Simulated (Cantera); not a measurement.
Input (Python, Cantera):

```python
import numpy as np
import cantera as ct

gas = ct.Solution("gri30.yaml")
gas.TPX = 500, 250000, {'CO': 1, 'H2': 0.037, 'CH4': 0.053, 'O2': 0.424, 'N2': 1.36, 'H2O': 0.85}
inlet = ct.Reservoir(gas, clone=True)
gas.equilibrate("HP")  # start burning
reactor = ct.IdealGasConstPressureReactor(gas, energy="on", clone=False)
exhaust = ct.Reservoir(gas, clone=True)
tau = [0.073, 0.033, 0.015, 0.0066, 0.0029, 0.0013, 0.00059, 0.00026, 0.00012, 5.2e-05][0]
for a, b in ((inlet, reactor), (reactor, exhaust)):
    ct.MassFlowController(a, b, mdot=lambda t: reactor.mass / tau)
net = ct.ReactorNet([reactor])
show = ['CO', 'H2', 'CH4', 'N2O', 'CH2O', 'OH']

rows = []
print(f"{'tau/s':>10s}{'T/K':>9s}" + "".join(f"{s:>11s}" for s in show))
for tau in [0.073, 0.033, 0.015, 0.0066, 0.0029, 0.0013, 0.00059, 0.00026, 0.00012, 5.2e-05]:
    net.initial_time = 0.0
    net.advance(30 * tau)
    before = gas.X
    net.advance(40 * tau)
    drift = np.max(np.abs(gas.X - before) / (gas.X + 1e-9))
    rows.append([gas.T, *gas[show].X, drift])
    print(f"{tau:10.3e}{gas.T:9.1f}" + "".join(f"{x:11.3e}" for x in gas[show].X))
```

Output:

```
     tau/s      T/K         CO         H2        CH4        N2O       CH2O         OH
 7.300e-02   2084.9  9.422e-02  2.387e-02  3.088e-06  9.313e-09  1.826e-07  9.095e-04
 3.300e-02   2080.0  9.439e-02  2.392e-02  3.945e-06  1.284e-08  2.862e-07  1.232e-03
 1.500e-02   2072.4  9.470e-02  2.402e-02  5.100e-06  1.774e-08  4.399e-07  1.674e-03
 6.600e-03   2060.3  9.526e-02  2.420e-02  6.956e-06  2.454e-08  6.845e-07  2.284e-03
 2.900e-03   2041.8  9.626e-02  2.451e-02  1.004e-05  3.322e-08  1.067e-06  3.064e-03
 1.300e-03   2014.7  9.788e-02  2.497e-02  1.527e-05  4.335e-08  1.656e-06  3.976e-03
 5.900e-04   1975.9  1.004e-01  2.558e-02  2.463e-05  5.439e-08  2.594e-06  4.960e-03
 2.600e-04   1918.9  1.047e-01  2.622e-02  4.393e-05  6.612e-08  4.281e-06  5.921e-03
 1.200e-04   1845.0  1.114e-01  2.633e-02  8.446e-05  7.726e-08  7.330e-06  6.525e-03
 5.200e-05   1727.7  1.272e-01  2.410e-02  2.152e-04  9.248e-08  1.559e-05  6.273e-03
```

Computed with Cantera and GRI-Mech 3.0 (53 species, 325 reactions).
